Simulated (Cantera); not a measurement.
Charge: 1 mol PbO, 8.5 mol CO, equilibrated at 2350 K.

Equilibrium computed with Cantera from the NASA thermochemical tables; the gas is ideal and each condensed phase is pure. Candidate condensed phases: C, Pb, PbO, PbO2, Pb3O4; 15 gas species. Equilibrium is a limit: real reactors are often held back by kinetics, nucleation or transport.

Question: At 0.00130 bar, list the 4 most abundant gas species with their mole fractions, and the condensed phases.

Answer: CO 0.795, Pb 0.103, CO2 0.0893, O 0.00902. Condensed: gas only.
